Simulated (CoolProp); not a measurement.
Vapour-liquid equilibrium of hydrogen sulfide (1) + isobutane (2) at 320.4 K; x and y are mole fractions of (1).

Values from CoolProp's multi-fluid Helmholtz-energy mixture model, Lemmon 2006 and Bücker 2006; pair parameters Kunz 2012.

```csv
x,"bubble pressure, mixture model (MPa)","bubble pressure, Raoult's law (MPa)","y, mixture model","y, Raoult's law"
0.05,0.8091,0.7753,___,0.216
0.125,1.069,0.9787,0.423,0.428
0.2,1.324,1.182,0.550,0.567
0.275,1.566,1.386,___,0.665
0.35,1.792,1.589,0.697,0.738
0.425,2.000,1.792,0.743,0.795
0.5,2.194,1.996,___,0.840
0.575,2.375,2.199,___,0.876
0.65,2.549,2.403,___,0.907
0.725,2.720,2.606,0.875,0.932
0.8,2.890,2.809,0.906,0.954
0.875,3.061,3.013,0.939,0.973
0.95,3.235,3.216,0.974,0.990
```

### Question
Complete the blanks.

### Answer

- 0.05, y, mixture model: 0.217
- 0.275, y, mixture model: 0.636
- 0.5, y, mixture model: 0.781
- 0.575, y, mixture model: 0.815
- 0.65, y, mixture model: 0.845

The largest gap from Raoult's law is +13.0 % in bubble pressure, at x = 0.275. No azeotrope shows between x = 0.05 and 0.95.

Pair parameters are fitted to limited data, so mixtures are less certain than the pure fluids.
